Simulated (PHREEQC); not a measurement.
A PHREEQC speciation (ion-association model, phreeqc.dat) at 30 °C gives pH 2.01 and these molalities:

```
species      mol/kgw
----------  --------
Cl-           0.0891
H+            0.0121
FeCl+2        0.0107
Fe+3          0.0104
FeOH+2       0.00409
Fe2(OH)2+4   0.00336
FeCl2+       0.00113
Fe3(OH)4+5  0.000298
Fe(OH)2+     7.01e-5
FeCl3        5.34e-6
```

What are the element totals, and what could have been dissolved in 1 kg of water to give them?

This is not unique; one that fits is totals Cl 0.102, Fe(3) 0.0340 mol/kgw, from 0.034 mol/kgw FeCl3.

This is a speciation only: nothing precipitates in the calculation. The solution is supersaturated, for example in Hematite (slow to form), Goethite (slow to form), so a real one may precipitate; this is no full list. Complexes and solids missing from the database can't appear.
